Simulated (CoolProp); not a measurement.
A single-stage vapour-compression cycle with the fluid: evaporating at 199.15 K (dew point), condensing at 268.15 K (bubble point), superheat 2 K, subcooling 8 K, compressor efficiency 0.6, no pressure losses. The same conditions are run with several fluids, on thermodynamics alone (safety and materials aside).

Computed with CoolProp (reference Helmholtz-energy equation of state of each fluid (C2F6 (R116): Lemmon 2006; fluoroethane (R161): Wu 2012; R143a: Lemmon and Jacobsen 2000; carbonyl sulfide: Lemmon 2006; R125: Lemmon 2005; ethane: Bücker 2006)).

| fluid | cooling COP | pressure ratio | discharge temperature (K) | refrigerating effect (kJ/kg) | volumetric capacity (kJ/m³) |
|---|---|---|---|---|---|
| C2F6 (R116) | 1.02 | 12.8 | 291.8 | 51.8 | … |
| fluoroethane (R161) | … | 27.8 | … | 344 | 132 |
| R143a | 1.34 | 22.7 | … | 164 | 196 |
| carbonyl sulfide | 1.34 | 19.3 | 469.3 | 252 | 265 |
| R125 | 1.30 | 24.5 | 323.8 | 110 | 186 |
| ethane | 1.24 | … | 359.0 | 303 | 1210 |

Task: What belongs in the gaps?

Result: 
- C2F6 (R116), volumetric capacity (kJ/m³): 565
- fluoroethane (R161), cooling COP: 1.37
- fluoroethane (R161), discharge temperature (K): 403.7
- R143a, discharge temperature (K): 346.0
- ethane, pressure ratio: 10.1
